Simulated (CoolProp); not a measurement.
Ethylene along the isotherm 21.45 °C: Z from the reference equation and from simpler models built on Tc = 9.2 °C, pc = 5.042 MPa, ω = 0.087; each cubic takes its own stable root.

Computed with CoolProp (reference Helmholtz-energy equation of state, Smukala 2000).

| p (MPa) | phase | reference | van der Waals | Redlich-Kwong |
|---|---|---|---|---|
| 3.88 | gas | 0.7214 | 0.7390 | 0.7200 |
| 7.76 | supercritical | 0.2958 | 0.3760 | 0.3379 |
| 11.6 | supercritical | 0.3691 | 0.4831 | 0.4065 |
| 15.5 | supercritical | 0.4585 | 0.6009 | 0.4935 |
| 19.4 | supercritical | 0.5478 | 0.7178 | 0.5806 |
| 23.3 | supercritical | 0.6357 | 0.8328 | 0.6663 |
| 27.1 | supercritical | 0.7198 | 0.9433 | 0.7483 |
| 31 | supercritical | 0.8047 | 1.055 | 0.8311 |
| 34.9 | supercritical | 0.8882 | 1.165 | 0.9126 |
| 38.8 | supercritical | 0.9705 | 1.275 | 0.9929 |
| 42.7 | supercritical | 1.052 | 1.383 | 1.072 |
| 46.5 | supercritical | 1.130 | 1.487 | 1.149 |
| 50.4 | supercritical | 1.209 | 1.594 | 1.226 |
